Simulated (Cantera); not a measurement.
A perfectly stirred reactor is fed with H₂ : O₂ = 0.33 : 1 (molar parts), at 20.0 Torr; it is held at 1125 K, and followed from long to short residence time.

Detailed kinetics in Cantera: GRI-Mech 3.0 (53 species, 325 reactions). Radical loss at walls, strong at low pressure, is not modelled. The temperature is held fixed by assumption; the heat of reaction is taken as removed at once.

Q: Predict: x(H₂) at τ = 3.60 s; x(O₂) at τ = 3.60 s; x(H₂O₂) at τ = 3.60 s; x(OH) at τ = 3.60 s; x(HO₂) at τ = 3.60 s; x(H₂) at τ = 30.0 ms; x(O₂) at τ = 30.0 ms; x(H₂O₂) at τ = 30.0 ms; x(OH) at τ = 30.0 ms; x(HO₂) at τ = 30.0 ms.

A: 
| Quantity | Value |
|---|---|
| x(H₂) at τ = 3.60 s | 0.000273 |
| x(O₂) at τ = 3.60 s | 0.716 |
| x(H₂O₂) at τ = 3.60 s | 5.18e-7 |
| x(OH) at τ = 3.60 s | 0.000690 |
| x(HO₂) at τ = 3.60 s | 5.50e-6 |
| x(H₂) at τ = 30.0 ms | 0.00525 |
| x(O₂) at τ = 30.0 ms | 0.708 |
| x(H₂O₂) at τ = 30.0 ms | 1.29e-6 |
| x(OH) at τ = 30.0 ms | 0.00363 |
| x(HO₂) at τ = 30.0 ms | 2.34e-5 |
